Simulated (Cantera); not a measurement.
Charge: 1 mol Ta(OEt)5, 5.5 mol H2O, 47 mol H2, equilibrated at 1848.15 K and 1 atm.

Cantera equilibrium calculation (NASA polynomials, part measured and part estimated; ideal gas, pure solids and liquids). Candidate condensed phases: C, C6H6, C7H8, C8H18, H2O, Ta, TaC, Ta2O5; 113 gas species. The feed counts by its element totals alone. Mutual solubility and eutectic melting of coexisting phases are not modelled. TaC: taken at fixed stoichiometry. Condensed phases not in the tables: Ta2C. Rates play no part.

Q: What is the equilibrium state?

A: 
```
Property                                    Value
--------------------------------------  ---------
x(H2)                                       0.870
x(CO)                                       0.125
x(H2O)                                    0.00394
x(H)                                     0.000492
x(CO2)                                   0.000142
x(CH4)                                    3.21e-6
n(TaC(s))                               0.658 mol
n(Ta2O5(s))                             0.171 mol
gas amount                              74.36 mol
log10 activity of Ta(s) (absent)            -1.77
log10 activity of C(graphite) (absent)      -2.20
```
